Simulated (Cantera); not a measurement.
A freely propagating, adiabatic, planar premixed flame of CH4 : CO : O2 : N2 : CO2 = 1 : 0.2 : 2.69 : 10.1 : 2.4 (molar parts), unburnt at 625 K and 255 Torr; mixture-averaged transport, grid criteria slope 0.08 and curve 0.16, no radiation.

Model: GRI-Mech 3.0 (53 species, 325 reactions), integrated in Cantera. Burning velocities carry a grid error of a few per cent, more on coarse grids.

**Question.** What does this change do: inlet temperature 625 to 500 K?

**Answer.** 
| quantity | before | after |
|---|---|---|
| laminar burning velocity | 72.8 cm/s | 42.0 cm/s |
| thermal thickness | 1.44 mm | 1.70 mm |
| peak x(CH2CO) | 3.57e-5 | 2.80e-5 |
| peak x(CH2) | 1.15e-5 | 8.03e-6 |
| peak x(H) | 0.00390 | 0.00299 |
